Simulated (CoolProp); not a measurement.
A Linde-Hampson liquefier for methane: isothermal reversible compression at 300 K from 1 atm to 15 MPa, throttling to 1 atm, return gas leaving the recuperator 10 K below the feed. Each further row changes one setting.

Model: reference Helmholtz-energy equation of state, Setzmann 1991, in CoolProp.

```tsv
case	liquid yield per pass	compression work (kJ/kg of gas)
as stated	0.137	742
high pressure 30 MPa	(withheld)	(withheld)
warm-end temperature 330 K	(withheld)	(withheld)
warm-end gap 15 K	(withheld)	742
```

Q: Complete the blanks.

A: 
- high pressure 30 MPa, liquid yield per pass: 0.216
- high pressure 30 MPa, compression work (kJ/kg of gas): 833
- warm-end temperature 330 K, liquid yield per pass: 0.097
- warm-end temperature 330 K, compression work (kJ/kg of gas): 829
- warm-end gap 15 K, liquid yield per pass: 0.126
